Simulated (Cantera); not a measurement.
## C + H2O + H2 (carbon deposition, reforming and gasification)

Input: 1 mol C, 0.34 mol H2O, 0.44 mol H2, at 2073.15 K.

Method: chemical equilibrium by Gibbs-energy minimisation in Cantera with the NASA 1993 tables (ideal gas, pure condensed phases). Candidate condensed phases: C, C6H6, C7H8, C8H18, H2O; 110 gas species. The ideal-gas law is rough above about 30 bar. Equilibrium is a limit: real reactors are often held back by kinetics, nucleation or transport.

| P (Pa) | x H2 | x CO | x H | x CH4 | x H2O | x C2H2 (acetylene) | x C2H4 | n C(graphite) |
|---|---|---|---|---|---|---|---|---|
| 10 | 0.533 | 0.274 | 0.192 | 9.99e-9 | 1.29e-9 | 0.000654 | 1.58e-10 | 0.658 |
| 100 | 0.639 | 0.293 | 0.0666 | 1.44e-7 | 1.66e-8 | 0.000784 | 2.28e-9 | 0.658 |
| 1000 | 0.677 | 0.300 | 0.0217 | 1.61e-6 | 1.80e-7 | 0.000831 | 2.55e-8 | 0.658 |
| 10000 | 0.690 | 0.303 | 0.00691 | 1.67e-5 | 1.85e-6 | 0.000846 | 2.65e-7 | 0.658 |
| 100000 | 0.693 | 0.303 | 0.00219 | 0.000169 | 1.86e-5 | 0.000851 | 2.68e-6 | 0.658 |
| 1000000 | 0.693 | 0.304 | 0.000693 | 0.00169 | 0.000186 | 0.000850 | 2.67e-5 | 0.656 |
| 10000000 | 0.674 | 0.307 | 0.000216 | 0.0160 | 0.00183 | 0.000826 | 0.000253 | 0.642 |
x: gas mole fraction; n: condensed amount in mol.

From 0.0750 Torr to 75000 Torr the condensed part is C(graphite). The main C-bearing gas is CO throughout.
